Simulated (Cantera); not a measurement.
Input: 1 mol Si₂H₆, 0.1 mol CO₂, held at 1473.15 K and 0.100 bar.

Method: chemical equilibrium by Gibbs-energy minimisation in Cantera with the NASA 1993 tables (ideal gas, pure condensed phases). Candidate condensed phases: C, C₆H₆, C₇H₈, C₈H₁₈, H₂O, Si, SiC, SiO₂; 123 gas species. The feed counts by its element totals alone. Mutual solubility and eutectic melting of coexisting phases are not modelled. The tables hold silica as quartz up to 1696 K and as liquid above; real silica turns to tridymite and cristobalite and melts near 1996 K. Equilibrium is a limit: real reactors are often held back by kinetics, nucleation or transport.

Base state: H₂ 0.997, SiO 0.00315, CO 7.73e-5, H 4.00e-5 (mole fractions); condensed: Si(s) + SiC(s) + SiO₂(β-quartz).

**Question.** What changes in the equilibrium state with this change: temperature from 1473.15 K to 1025 K?

**Answer.** 
| species | before | after |
|---|---|---|
| H₂ | 0.997 | 1.000 |
| SiO | 0.00315 | 1.44e-8 |
| H | 4.00e-5 | 1.38e-8 |
| CO | 7.73e-5 | <1e-9 |
| Si(s), mol | 1.80 | 1.80 |
| SiC(s), mol | 0.0998 | 0.1000 |
| SiO₂(β-quartz), mol | 0.0951 | 0.100 |

**Question.** What changes in the equilibrium state with this change: temperature from 1473.15 K to 1423.15 K?

**Answer.** 
| species | before | after |
|---|---|---|
| H₂ | 0.997 | 0.999 |
| SiO | 0.00315 | 0.00118 |
| CO | 7.73e-5 | 2.39e-5 |
| H | 4.00e-5 | 2.10e-5 |
| Si(s), mol | 1.80 | 1.80 |
| SiC(s), mol | 0.0998 | 0.0999 |
| SiO₂(β-quartz), mol | 0.0951 | 0.0982 |

**Question.** What changes in the equilibrium state with this change: CO₂ from 0.1 to 15 mol?

**Answer.** 
```tsv
species	before	after
CO₂	<1e-9	0.482
CO	7.73e-5	0.351
H₂O	2.46e-6	0.129
H₂	0.997	0.0379
SiO	0.00315	2.28e-9
H	4.00e-5	7.80e-6
Si(s), mol	1.80	0
SiC(s), mol	0.0998	0
SiO₂(β-quartz), mol	0.0951	2.00
```
Gases not in the tables: Si(OH)₄.
